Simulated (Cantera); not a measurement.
Cantera run:

```python
import numpy as np
import cantera as ct

gas_names = """
    CL CLO CL2 O O2 O3 Ti TiCL TiCL2 TiCL3 TiCL4 TiO TiOCL TiOCL2 TiO2
""".split()
cond_names = """
    Ti(a) Ti(b) Ti(L) TiCL2(s) TiCL3(s) TiCL4(L) TiO(a) TiO(b) TiO(L) TiO2(ru) TiO2(L) Ti2O3(a) Ti2O3(b)
    Ti2O3(L) Ti3O5(a) Ti3O5(b) Ti3O5(L) Ti4O7(s) Ti4O7(L)
""".split()


# ... load() reads the species with a 1 bar reference pressure and builds the phases ...
atoms = {
    'TiO2': {'Ti': 1, 'O': 2},
    'Cl2': {'CL': 2},
    'O2': {'O': 2},
}
top_T = {'TiCL2(s)': 1300, 'TiCL3(s)': 1000}  # K; cautious upper limits of use, not melting points


# ... equilibrate(T, P, feed) seeds the gas with the atoms and calls Mixture.equilibrate('TP', solver="vcs", rtol=1e-11, max_steps=5000) ...
results = []
feed = {'TiO2': 1, 'Cl2': 8.1, 'O2': 4.8}  # mol
P = 39000  # Pa
for T in [975, 1075, 1175, 1275, 1375, 1475, 1575, 1675, 1775]:
    mix = equilibrate(T, P, feed)
    results.append((T, P, feed, dict(zip(mix.species_names, mix.species_moles))))

top = {s: max(r[3][s] / sum(r[3][g] for g in gas_names) for r in results) for s in gas_names}
cols = sorted((s for s in top if top[s] > 1e-05), key=lambda s: -top[s])[:7]
seen = [c for c in cond_names if any(r[3].get(c, 0) > 1e-12 for r in results)]
print("log10 of partial pressures in bar; condensed amounts in mol")
print(f"{'T/K':>10s}" + "".join(f"{s[:9]:>10s}" for s in cols + seen))
for T, P, feed, n in results:
    ng = sum(n[g] for g in gas_names)
    print(f"{T:10.4g}" + "".join(f"{np.log10(max(n[s] / ng * P / 1e5, 1e-99)):10.3f}" for s in cols)
          + "".join(f"{n.get(c, 0):10.4g}" for c in seen))
```

It prints:

```
log10 of partial pressures in bar; condensed amounts in mol
       T/K       CL2        O2        CL     TiCL4       CLO         O    TiOCL2  TiO2(ru)
       975    -0.611    -0.838    -3.883    -6.885    -5.478   -10.561   -13.943         1
      1075    -0.612    -0.839    -3.263    -6.002    -4.971    -9.302   -11.992         1
      1175    -0.614    -0.839    -2.748    -5.275    -4.551    -8.255   -10.380    0.9998
      1275    -0.618    -0.841    -2.314    -4.670    -4.199    -7.373    -9.028    0.9993
      1375    -0.628    -0.845    -1.946    -4.165    -3.902    -6.618    -7.882    0.9977
      1475    -0.647    -0.851    -1.631    -3.749    -3.652    -5.968    -6.904    0.9939
      1575    -0.680    -0.862    -1.365    -3.415    -3.445    -5.402    -6.067    0.9865
      1675    -0.734    -0.879    -1.141    -3.164    -3.278    -4.906    -5.353    0.9749
      1775    -0.815    -0.902    -0.960    -3.002    -3.150    -4.470    -4.752    0.9609
```

Equilibrium computed with Cantera from the NASA thermochemical tables; the gas is ideal and each condensed phase is pure. Condensed phases not in the tables: TiOCl.
